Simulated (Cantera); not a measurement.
Mixture: C2H4 : O2 : N2 : H2O = 1 : 5.08 : 16.8 : 1.3 (molar parts), equivalence ratio 0.59, at 3750 Torr, adiabatic and at constant pressure. Ignition delay is the time to a rise of 400 K.

Model: GRI-Mech 3.0 (53 species, 325 reactions), integrated in Cantera. GRI-Mech 3.0 was tuned for natural gas; its chemistry of ethylene as a main component is partial and can be far from experiment.

### Question
What does this change do: constant volume in place of constant pressure?

### Answer
```csv
quantity,before,after
delay at 1000 K,31.1 ms,30.8 ms
delay at 1150 K,1.88 ms,1.86 ms
delay at 1300 K,80.3 µs,77.8 µs
delay at 1450 K,13.0 µs,12.1 µs
delay at 1600 K,5.76 µs,5.31 µs
apparent activation energy between 1525 and 1675 K,91 kJ/mol,93 kJ/mol
```
